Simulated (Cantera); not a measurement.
An isothermal, constant-pressure homogeneous reactor starts with H₂ : O₂ : N₂ = 0.36 : 1 : 0.32 (molar parts), at 1400 K and 1.58 Torr. Integrator tolerance rtol = 1e-08.

Cantera simulation using the H2/O2 subset of GRI-Mech 3.0, which has no nitrogen chemistry; the numbers are that mechanism's predictions, not measurements. Radical loss at walls, strong at low pressure, is not modelled. The temperature is held fixed by assumption; the heat of reaction is taken as removed at once.

Q: What does this change do: pressure from 1.58 Torr to 2.10 Torr?

A: 
```json
[
 {"quantity": "x(H₂) at 30.0 s", "before": "1.98e-5 (gas-phase equilibrium 3.22e-6)", "after": "8.64e-6 (gas-phase equilibrium 2.79e-6)"},
 {"quantity": "x(O₂) at 30.0 s", "before": "0.546 (gas-phase equilibrium 0.547)", "after": "0.546 (gas-phase equilibrium 0.547)"},
 {"quantity": "x(O) at 30.0 s", "before": "9.46e-5 (gas-phase equilibrium 1.54e-5)", "after": "4.12e-5 (gas-phase equilibrium 1.33e-5)"},
 {"quantity": "x(H) at 30.0 s", "before": "2.93e-6 (gas-phase equilibrium 1.92e-7)", "after": "8.42e-7 (gas-phase equilibrium 1.55e-7)"},
 {"quantity": "x(OH) at 30.0 s", "before": "0.000704 (gas-phase equilibrium 0.000284)", "after": "0.000465 (gas-phase equilibrium 0.000264)"}
]
```
